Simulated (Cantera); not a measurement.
An isothermal, constant-pressure homogeneous reactor starts with CH₄ : CO₂ = 1 : 0.49 (molar parts), at 1525 K and 100.0 Torr. Integrator tolerance rtol = 1e-08.

Cantera simulation using GRI-Mech 3.0 (53 species, 325 reactions); the numbers are that mechanism's predictions, not measurements. GRI-Mech 3.0 stops at C3 and has no aromatics, soot or wall deposition, so with more carbon than oxygen in the feed, carbon stays in small species such as C2H2 where larger ones or solid carbon would form.

Task: What does this change do: CO2 0.49 to 3 parts?

Result: 
```tsv
quantity	before	after
x(CH₄) at 2.00 s	0.137 (gas-phase equilibrium 0.0107)	0.0485 (gas-phase equilibrium 8.92e-10)
x(CO₂) at 2.00 s	0.0801 (gas-phase equilibrium 7.27e-8)	0.426 (gas-phase equilibrium 0.172)
x(CH₃) at 2.00 s	0.000198 (gas-phase equilibrium 1.86e-5)	0.000155 (gas-phase equilibrium 2.84e-12)
x(CH₂) at 2.00 s	1.92e-8 (gas-phase equilibrium 1.37e-9)	3.56e-8 (gas-phase equilibrium <1e-12)
x(CO) at 2.00 s	0.149 (gas-phase equilibrium 0.333)	0.209 (gas-phase equilibrium 0.495)
x(C₂H₄) at 2.00 s	0.00220 (gas-phase equilibrium 0.00135)	0.000565 (gas-phase equilibrium <1e-12)
```

Task: What does this change do: temperature 1525 to 1750 K?

Result: 
```json
[
 {"quantity": "x(CH₄) at 2.00 s", "before": "0.137 (gas-phase equilibrium 0.0107)", "after": "0.00701 (gas-phase equilibrium 0.00146)"},
 {"quantity": "x(CO₂) at 2.00 s", "before": "0.0801 (gas-phase equilibrium 7.27e-8)", "after": "0.00341 (gas-phase equilibrium 4.09e-8)"},
 {"quantity": "x(CH₃) at 2.00 s", "before": "0.000198 (gas-phase equilibrium 1.86e-5)", "after": "0.000122 (gas-phase equilibrium 2.48e-5)"},
 {"quantity": "x(CH₂) at 2.00 s", "before": "1.92e-8 (gas-phase equilibrium 1.37e-9)", "after": "1.31e-7 (gas-phase equilibrium 2.25e-8)"},
 {"quantity": "x(CO) at 2.00 s", "before": "0.149 (gas-phase equilibrium 0.333)", "after": "0.311 (gas-phase equilibrium 0.329)"},
 {"quantity": "x(C₂H₄) at 2.00 s", "before": "0.00220 (gas-phase equilibrium 0.00135)", "after": "0.000247 (gas-phase equilibrium 0.000219)"}
]
```
